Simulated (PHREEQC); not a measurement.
Consider water at 40 °C with 29 mmol/kgw CdCl2, 39 mmol/kgw HCl and 25 mmol/kgw NaCl. Closed to the air; pH follows from the charge balance.

All values are PHREEQC results (ion-association model, phreeqc.dat), not measurements.

Precipitation was switched off in this run.

**Question.** Predict the pH, ionic strength.

**Answer.** pH 1.49; ionic strength 0.0994 mol/kgw.

**Question.** In which forms is Cl present?

**Answer.** Cl- 77 %, CdCl+ 15 %, CdCl2 7.3 %, CdCl3- 0.8 % of the Cl.

At this temperature some constants are extrapolated from 25 °C, and those without enthalpy data are left unchanged.
